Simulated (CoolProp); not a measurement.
Values from CoolProp's reference Helmholtz-energy equation of state, Lemmon 2006. It is a short technical equation, of lower accuracy than the large ones.

Task: For C2F6 (R116), give the phase and the cv (kJ/(kg K)), Joule-Thomson coefficient (K/MPa), conductivity (mW/(m K)) at 30.65 °C and 0.548 bar.

Result: 
- 30.65 °C and 0.548 bar: gas; cv 0.720, Joule-Thomson coefficient 7.79, conductivity 15.2

Thermal conductivity comes from a separate model (Huber 2003), an estimate that may be off by 10 % or more.
